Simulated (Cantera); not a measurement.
A freely propagating, adiabatic, planar premixed flame of 5.16 % CH4, 3.36 % CO, 15.4 % O2, 72.3 % N2, 3.82 % H2O, equivalence ratio 0.78, unburnt at 450 K and 8.40 bar; multicomponent transport, grid criteria slope 0.08 and curve 0.16, no radiation.

Detailed kinetics in Cantera: GRI-Mech 3.0 (53 species, 325 reactions). Burning velocities carry a grid error of a few per cent, more on coarse grids.

Question: Predict: laminar burning velocity; thermal thickness; peak x(C2H6); peak x(CH2O).

Answer: 
```json
{
  "laminar_burning_velocity": "10.5 cm/s",
  "thermal_thickness": "0.213 mm",
  "peak x(C2H6)": "0.000226",
  "peak x(CH2O)": "0.000796"
}
```
